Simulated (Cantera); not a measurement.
A perfectly stirred reactor is fed with 43.1 % H2, 12.0 % O2, 44.9 % N2, equivalence ratio 1.8, at 1.60 bar; it is adiabatic with a 625 K inlet, and is followed from long to short residence time, starting on the burning branch (τ in s: 0.19, 0.066, 0.022, 0.0075, 0.0025, 0.00086, 0.00029, 9.8e-05, 3.3e-05, 1.1e-05, 3.8e-06).

Cantera simulation using GRI-Mech 3.0 (53 species, 325 reactions); the numbers are that mechanism's predictions, not measurements.

Predict: blow-out, bracketed by the residence times tried; x(H2) at τ = 0.190 s; x(O2) at τ = 0.190 s; x(HO2) at τ = 0.190 s; x(H) at τ = 0.190 s; x(H2O) at τ = 0.190 s; x(H2) at τ = 0.860 ms; x(O2) at τ = 0.860 ms; x(HO2) at τ = 0.860 ms; x(H) at τ = 0.860 ms; x(H2O) at τ = 0.860 ms.


* **blow-out, bracketed by the residence times tried**: burning at 11.0 µs, out at 3.80 µs
* **x(H2) at τ = 0.190 s**: 0.215
* **x(O2) at τ = 0.190 s**: 1.52e-5
* **x(HO2) at τ = 0.190 s**: 1.36e-8
* **x(H) at τ = 0.190 s**: 0.00553
* **x(H2O) at τ = 0.190 s**: 0.270
* **x(H2) at τ = 0.860 ms**: 0.206
* **x(O2) at τ = 0.860 ms**: 0.000433
* **x(HO2) at τ = 0.860 ms**: 4.32e-7
* **x(H) at τ = 0.860 ms**: 0.0247
* **x(H2O) at τ = 0.860 ms**: 0.262
